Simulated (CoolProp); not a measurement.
Methanol at several states: density (kg/m³) from the reference equation and from simpler models built on Tc = 513.4 K, pc = 8.216 MPa, ω = 0.565; each cubic takes its own stable root.

The numbers come from the reference Helmholtz-energy equation of state, de Reuck 1993 in CoolProp.

| T (K) | p (MPa) | phase | reference |
|---|---|---|---|
| 275.8 | 5.87 | liquid | 812.2 |
| 594.6 | 0.0381 | gas | 0.2471 |
| 465.9 | 0.58 | gas | 4.976 |
| 236.2 | 32.9 | liquid | 865.6 |

Problem. How far does each simpler model (van der Waals, Redlich-Kwong, Peng-Robinson) lie from the reference over these 4 states: mean and median of the absolute difference, and the worst?

Solution. 
- van der Waals: mean 25.5 %, median 25.7 %, worst -50.7 % at 275.8 K and 5.87 MPa
- Redlich-Kwong: mean 13.9 %, median 13.9 %, worst -27.7 % at 236.2 K and 32.9 MPa
- Peng-Robinson: mean 7.6 %, median 7.1 %, worst -16.2 % at 236.2 K and 32.9 MPa
